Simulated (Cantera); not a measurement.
Charge: 1 mol PbO, 6.5 mol C, 7.5 mol N2, equilibrated at 2275 K and 88.0 mbar.

Method: chemical equilibrium by Gibbs-energy minimisation in Cantera with the NASA 1993 tables (ideal gas, pure condensed phases). Candidate condensed phases: C, Pb, PbO, PbO2, Pb3O4; 27 gas species. Equilibrium is a limit: real reactors are often held back by kinetics, nucleation or transport.

Base state: N2 0.789, CO 0.105, Pb 0.105, CN 3.95e-5, C2N2 1.39e-5 (mole fractions); condensed: C(graphite).

Question: What changes in the equilibrium state with this change: PbO replaced by Fe2O3?

Answer: 
```tsv
species	before	after
N2	0.789	0.671
CO	0.105	0.268
Fe	0	0.0612
Pb	0.105	0
C2N2	1.39e-5	1.18e-5
CN	3.95e-5	3.64e-5
C(graphite), mol	5.50	3.50
Fe(l), mol	0	1.32
```
Iron dissolves carbon and melts from about 1420 K in contact with it, which pure phases cannot show. Condensed phases not in the tables: cementite and carbon dissolved in iron. Further candidate phases: Fe, Fe(CO)5, FeO, Fe2O3, Fe3O4.
